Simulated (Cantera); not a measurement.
A freely propagating, adiabatic, planar premixed flame of 35.3 % H2, 13.6 % O2, 51.1 % N2, unburnt at 450 K and 1.00 atm; mixture-averaged transport, grid criteria slope 0.08 and curve 0.16, no radiation.

Computed with Cantera and the H2/O2 subset of GRI-Mech 3.0, which has no nitrogen chemistry. Burning velocities carry a grid error of a few per cent, more on coarse grids.

### Question
Predict: laminar burning velocity; thermal thickness; peak x(OH); peak x(H2O2); peak x(H); peak x(HO2).

### Answer
| Quantity | Result |
|---|---|
| laminar burning velocity | 535 cm/s |
| thermal thickness | 0.402 mm |
| peak x(OH) | 0.0133 |
| peak x(H2O2) | 4.79e-5 |
| peak x(H) | 0.0730 |
| peak x(HO2) | 0.000414 |
